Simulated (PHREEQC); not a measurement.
Make-up at 20 °C: 4.6 mmol/kgw KCl, 1 mmol/kgw CuSO4 and 2.1 mmol/kgw Fe(NO3)3. Closed to the air; pH follows from the charge balance.

Computed with PHREEQC (ion-association model, phreeqc.dat).

Each row changes one thing in this solution. This is a speciation only: nothing precipitates in the calculation.

```tsv
case	pH	ionic strength (mol/kgw)	FeOH+2 (mol/kgw)	Fe+3 (mol/kgw)	Fe(OH)2+ (mol/kgw)	Fe2(OH)2+4 (mol/kgw)	SI of Fe(OH)3(a) (Fe(OH)3)	SI of Sylvite (KCl)
as made	2.91	0.0159	0.000915	0.000376	0.000142	7.75e-5	+0.01	-5.66
Fe(NO3)3 from 0.0021 to 0.021 mol/kgw	2.11	0.122	0.00307	0.0106	4.97e-5	0.00249	-1.31	-5.84
0.0044 mol/kgw CuCl2 added	2.92	0.0291	0.000901	0.000403	0.000127	0.000100	-0.05	-5.23
Fe(NO3)3 from 0.0021 to 0.00315 mol/kgw	2.77	0.0208	0.00125	0.000739	0.000134	0.000163	-0.16	-5.68
0.00084 mol/kgw Ca(OH)2 added	3.37	0.0170	0.000984	0.000144	0.000429	9.22e-5	+0.94	-5.67
CuSO4 left out	2.82	0.0145	0.00111	0.000553	0.000142	0.000109	-0.08	-5.66
KCl from 0.0046 to 0.0023 mol/kgw	2.91	0.0135	0.000922	0.000372	0.000145	7.33e-5	+0.02	-6.26
CuSO4 from 0.001 to 0.0001 mol/kgw	2.83	0.0146	0.00109	0.000530	0.000142	0.000105	-0.07	-5.66
```

Some of these states are supersaturated (in Jarosite-K, Hematite (slow to form), Fe(OH)3(a), for instance).
